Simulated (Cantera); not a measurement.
Input: 1 mol FeS, 0.35 mol O2, 0.31 mol H2O, at 13.3 mbar.

These are equilibrium values from Cantera (NASA tables, ideal gas, pure condensed phases), not measurements of a reactor. Candidate condensed phases: Fe, FeO, Fe(OH)2, Fe(OH)3, FeS, FeSO4, FeS2, Fe2O3, Fe2(SO4)3, Fe3O4, H2O, H2SO4, S; 22 gas species. Metal and sulfide melt together well below either melting point, which pure phases cannot show. Mutual solubility and eutectic melting of coexisting phases are not modelled. The tables' stoichiometric FeO is somewhat more stable than real wüstite, so its field is too wide. FeO, FeS: taken at fixed stoichiometry. Gases not in the tables: S3 to S7. Kinetics and transport are ignored.

log p: log10 of the partial pressure in bar; n: condensed amount in mol.

| T (°C) | log p H2O | log p SO2 | log p S2 | log p H2 | log p SO | log p H2S | log p SH | n FeS(s) | n FeS2(s) | n Fe3O4(s) | n FeO(s) | n FeS(l) |
|---|---|---|---|---|---|---|---|---|---|---|---|---|
| 500 | -1.91 | -3.07 | -4.65 | -5.07 | -8.75 | -3.89 | -9.10 | 0.0340 | 0.470 | 0.165 | 0 | 0 |
| 575 | -2.11 | -2.28 | (withheld) | -5.06 | (withheld) | -3.99 | (withheld) | 0.779 | 0 | 0.0738 | 0 | 0 |
| 650 | -2.11 | -2.29 | -3.61 | -4.68 | -6.76 | -3.96 | -7.56 | 0.774 | 0 | 0.0753 | 0 | 0 |
| 725 | -2.11 | -2.30 | -3.45 | -4.36 | -6.20 | -3.94 | -7.00 | 0.768 | 0 | 0.0772 | 0 | 0 |
| 800 | -2.11 | -2.31 | -3.31 | -4.07 | -5.73 | -3.92 | -6.52 | 0.761 | 0 | 0.0796 | 0 | 0 |
| 875 | -2.12 | -2.32 | -3.20 | -3.83 | -5.32 | -3.90 | -6.10 | 0.753 | 0 | 0.0823 | 0 | 0 |
| 950 | -2.13 | -2.33 | -3.10 | -3.62 | -4.96 | -3.89 | -5.73 | 0.744 | 0 | 0.0855 | 0 | 0 |
| 1025 | -2.17 | -2.33 | (withheld) | (withheld) | (withheld) | (withheld) | (withheld) | 0.682 | 0 | 0 | (withheld) | 0 |
| 1100 | -2.19 | -2.37 | -2.73 | -3.25 | -4.32 | -3.76 | -5.02 | 0.641 | 0 | 0 | 0.359 | 0 |
| 1175 | -2.23 | -2.43 | -2.59 | -3.08 | -4.08 | -3.71 | -4.72 | 0.590 | 0 | 0 | 0.410 | 0 |
| 1250 | -2.26 | -2.47 | -2.52 | -2.95 | -3.87 | -3.70 | -4.49 | 0 | 0 | 0 | 0.446 | 0.554 |
| 1325 | -2.30 | -2.51 | -2.48 | -2.85 | -3.68 | -3.72 | -4.29 | 0 | 0 | 0 | 0.479 | 0.521 |

### Question
What belongs in the gaps?

### Answer

- 575, log p S2: -3.80
- 575, log p SO: -7.41
- 575, log p SH: -8.22
- 1025, log p S2: -2.90
- 1025, log p H2: -3.44
- 1025, log p SO: -4.61
- 1025, log p H2S: -3.84
- 1025, log p SH: -5.36
- 1025, n FeO(s): 0.318
